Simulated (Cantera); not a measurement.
## Transport properties of process gases

Gas mixture: 100 % O2, at 460000 Pa, frozen composition.

Cantera's kinetic-theory transport with the Lennard-Jones parameters of GRI-Mech 3.0, ideal gas; thermal conductivity in the multicomponent form.

```
T (K)  ρ (kg/m³)  cp (J/kg/K)  μ (µPa s)  λ (mW/m/K)     Pr  D (cm²/s) CO2  D (cm²/s) CH4  D (cm²/s) H2
-----  ---------  -----------  ---------  ----------  -----  -------------  -------------  ------------
400         4.43        941.4       25.6        33.9  0.712         0.0581         0.0830         0.290
650         2.72         1017       36.0        51.6  0.710          0.137          0.192         0.655
900         1.97         1074       44.7        67.7  0.709          0.239          0.333          1.12
1150        1.54         1109       52.5        82.1  0.709          0.361          0.501          1.69
1400        1.26         1134       59.7        95.6  0.708          0.502          0.696          2.34
1650        1.07         1155       66.4         108  0.708          0.661          0.914          3.07
1900       0.932         1174       72.7         121  0.707          0.836           1.16          3.88
2150       0.823         1192       78.8         133  0.707           1.03           1.42          4.76
```
D: mixture-averaged diffusion coefficient of that species in the mixture.
